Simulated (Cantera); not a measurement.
Input: 1 mol borazine, 0.1 mol H₂O, held at 2000 K and 0.870 bar.

These are equilibrium values from Cantera (NASA tables, ideal gas, pure condensed phases), not measurements of a reactor. The feed counts by its element totals alone. The tables' values for BH₂ are old estimates; treat these amounts as uncertain. Rates play no part.

```
species       before     after
----------  --------  --------
H₂             0.957     0.948
HBO           0.0226    0.0256
N₂            0.0144    0.0157
H            0.00171   0.00669
B₂O          8.32e-7   2.17e-5
BH₂          4.33e-5  0.000579
B₂O₃        0.000644   5.88e-5
HBO₂         0.00145  0.000169
BH₃          3.03e-6   2.14e-5
H₂O         0.000341   6.98e-5
BN(s), mol      2.91      2.90
```
Gas species are given as mole fractions.

Task: Name the change that produced these shifts.
A. H₂O from 0.1 to 0.94 mol
B. H₂O from 0.1 to 4.7 mol
C. temperature from 2000 K to 2223 K
D. H₂O from 0.1 to 16 mol

Result: C, temperature from 2000 K to 2223 K. Gases not in the tables: B₂H₆ and higher boranes
